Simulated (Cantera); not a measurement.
A Cantera script and its output.

```python
import numpy as np
import cantera as ct

gas = ct.Solution("gri30.yaml")


def delay(T, t_max=10):
    gas.TPX = T, 1000000, {'CH4': 1, 'O2': 3.23, 'N2': 11.6}
    reactor = ct.IdealGasReactor(gas, clone=False)
    net = ct.ReactorNet([reactor])
    net.rtol, net.atol = 1e-8, 1e-16
    while net.time < t_max:
        t_old, T_old = net.time, reactor.T
        net.step()
        if reactor.T > T + 400:  # ignition: a rise of 400 K
            return t_old + (T + 400 - T_old) / (reactor.T - T_old) * (net.time - t_old)
    return np.nan


taus = []
for T in [1150, 1250, 1350, 1450, 1550, 1650, 1750, 1850]:
    taus.append(delay(T))
    print(f"T0 = {T:6g} K   tau = {taus[-1]:.4e} s")
```

Output:

```
T0 =   1150 K   tau = 6.7768e-03 s
T0 =   1250 K   tau = 1.9282e-03 s
T0 =   1350 K   tau = 6.2679e-04 s
T0 =   1450 K   tau = 2.2695e-04 s
T0 =   1550 K   tau = 9.0616e-05 s
T0 =   1650 K   tau = 3.9741e-05 s
T0 =   1750 K   tau = 1.9097e-05 s
T0 =   1850 K   tau = 9.9982e-06 s
```

Computed with Cantera and GRI-Mech 3.0 (53 species, 325 reactions).
